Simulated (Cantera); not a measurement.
# Adiabatic ignition

An adiabatic, constant-pressure homogeneous reactor starts with H₂ : O₂ : N₂ = 1 : 0.5 : 2.25 (molar parts), at 1050 K and 380000 Pa.

Model: the H2/O2 subset of GRI-Mech 3.0, which has no nitrogen chemistry, integrated in Cantera. The hydrogen kinetics of GRI-Mech 3.0 are dated; newer H2 mechanisms differ, most at raised pressure.

| t (s) | T (K) | x H₂ | x O₂ | x OH | x H₂O | x H |
|---|---|---|---|---|---|---|
| 3.00e-6 | 1050 | 0.267 | 0.133 | 2.24e-11 | 6.65e-10 | 5.03e-10 |
| 9.76e-6 | 1050 | 0.267 | 0.133 | 3.45e-11 | 4.31e-9 | 7.44e-10 |
| 3.18e-5 | 1050 | 0.267 | 0.133 | 3.98e-11 | 1.89e-8 | 8.55e-10 |
| 0.000103 | 1050 | 0.267 | 0.133 | 5.84e-11 | 8.03e-8 | 1.23e-9 |
| 0.000337 | 1050 | 0.267 | 0.133 | 1.88e-10 | 5.42e-7 | 3.63e-9 |
| 0.00110 | 1050 | 0.267 | 0.133 | 5.08e-9 | 2.09e-5 | 8.15e-8 |
| 0.00357 | 2704 | 0.0228 | 0.00824 | 0.0137 | 0.270 | 0.00451 |
| 0.0116 | 2704 | 0.0228 | 0.00824 | 0.0137 | 0.270 | 0.00451 |
| 0.0378 | 2704 | 0.0228 | 0.00824 | 0.0137 | 0.270 | 0.00451 |
| 0.123 | 2704 | 0.0228 | 0.00824 | 0.0137 | 0.270 | 0.00451 |
| 0.400 | 2704 | 0.0228 | 0.00824 | 0.0137 | 0.270 | 0.00451 |
x: mole fraction; the columns are a selection and need not sum to one.

```
Item                                                                Result
---------------------------------  ---------------------------------------
time of steepest temperature rise                                  2.20 ms
temperature at 0.400 s                                              2704 K
equilibrium temperature                                             2704 K
x(H₂) at 0.400 s                     0.0228 (gas-phase equilibrium 0.0228)
x(O₂) at 0.400 s                   0.00824 (gas-phase equilibrium 0.00824)
x(OH) at 0.400 s                     0.0137 (gas-phase equilibrium 0.0137)
```
